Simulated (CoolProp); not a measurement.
Saturation properties of CHF3 (R23) (Tc = 26.1 °C, pc = 4.832 MPa, ω = 0.263).

Values from CoolProp's reference Helmholtz-energy equation of state, Penoncello 2003.

| T (°C) | p (MPa) | vapour density (kg/m³) | enthalpy of vaporisation (kJ/kg) | liquid cp (kJ/(kg K)) | surface tension (mN/m) |
|---|---|---|---|---|---|
| -137.75 | 0.0008061 | 0.05024 | 280.5 | 1.195 | 27.6 |
| -134.25 | 0.001250 | 0.07601 | 278.1 | 1.195 | 26.9 |
| -130.75 | 0.001891 | 0.1122 | 275.6 | 1.195 | 26.2 |
| -127.35 | 0.002766 | 0.1605 | 273.2 | 1.196 | 25.6 |
| -123.85 | 0.004005 | 0.2272 | 270.7 | 1.197 | 24.9 |
| -120.35 | 0.005685 | 0.3156 | 268.3 | 1.199 | 24.2 |
| -116.85 | 0.007926 | 0.4307 | 265.8 | 1.200 | 23.5 |
| -113.35 | 0.01086 | 0.5785 | 263.2 | 1.202 | 22.9 |
| -109.85 | 0.01466 | 0.7654 | 260.7 | 1.205 | 22.2 |
| -106.35 | 0.01948 | 0.9988 | 258.1 | 1.207 | 21.5 |
| -102.95 | 0.02536 | 1.277 | 255.6 | 1.210 | 20.9 |
| -99.45 | 0.03285 | 1.627 | 253.0 | 1.214 | 20.2 |
| -95.95 | 0.04205 | 2.048 | 250.4 | 1.217 | 19.5 |
| -92.45 | 0.05323 | 2.553 | 247.7 | 1.222 | 18.8 |

It boils at -82.0 °C under 1 atm.

Surface tension comes from a separate correlation (Mulero 2012).
